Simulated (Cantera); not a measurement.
A freely propagating, adiabatic, planar premixed flame of H₂ : O₂ : N₂ = 1 : 0.227 : 1.09 (molar parts), equivalence ratio 2.2, unburnt at 475 K and 9.87 atm; mixture-averaged transport, grid criteria slope 0.08 and curve 0.16, no radiation.

Model: the H2/O2 subset of GRI-Mech 3.0, which has no nitrogen chemistry, integrated in Cantera. The hydrogen kinetics of GRI-Mech 3.0 are dated; newer H2 mechanisms differ, most at raised pressure. Burning velocities carry a grid error of a few per cent, more on coarse grids.

**Question.** Predict: laminar burning velocity; thermal thickness; peak x(O); peak x(H₂O₂); peak x(OH).

**Answer.** 
| Item | Result |
|---|---|
| laminar burning velocity | 357 cm/s |
| thermal thickness | 0.0260 mm |
| peak x(O) | 0.000721 |
| peak x(H₂O₂) | 0.000133 |
| peak x(OH) | 0.00141 |
